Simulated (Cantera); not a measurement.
Charge: 1 mol Ti(OiPr)4, 7.2 mol CH4, 2.1 mol H2, equilibrated at 1148 K and 1.00 bar.

Equilibrium computed with Cantera from the NASA thermochemical tables; the gas is ideal and each condensed phase is pure. Candidate condensed phases: C, C6H6, C7H8, C8H18, H2O, Ti, TiC, TiO, TiO2, Ti2O3, Ti3O5, Ti4O7; 113 gas species. The feed counts by its element totals alone. Kinetics and transport are ignored.

Base state: H2 0.917, CO 0.0600, CH4 0.0200, H2O 0.00265, CO2 0.000146 (mole fractions); condensed: C(graphite) + TiO2(rutile).

Task: What changes in the equilibrium state with this change: temperature from 1148 K to 1448.15 K?

Result: 
| species | before | after |
|---|---|---|
| H2 | 0.917 | 0.881 |
| CO | 0.0600 | 0.116 |
| CH4 | 0.0200 | 0.00259 |
| H2O | 0.00265 | 0.000259 |
| CO2 | 0.000146 | 1.44e-5 |
| C(graphite), mol | 16.7 | 14.1 |
| TiO2(rutile), mol | 1.00 | 0 |
| TiC(s), mol | 0 | 1.00 |
TiC: taken at fixed stoichiometry.
